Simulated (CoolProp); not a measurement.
2000 sccm (0 °C, 1 atm) of nitrogen bubbles through liquid o-xylene at 295 K and leaves saturated at a total pressure of 0.0163 MPa (ideal gas phase). Each further row changes one setting.

The numbers come from the reference Helmholtz-energy equation of state, Zhou 2012 in CoolProp.

```csv
case,vapour pressure (kPa),mole fraction of vapour,delivery (mg/min),delivery (sccm),change of delivery for a bath 1 K warmer (%)
as stated,0.743,0.0456,452,95.5,6.5
bath temperature 300 K,0.998,0.0612,618,130,6.4
total pressure 0.0326 MPa,0.743,0.0228,221,46.6,6.3
```
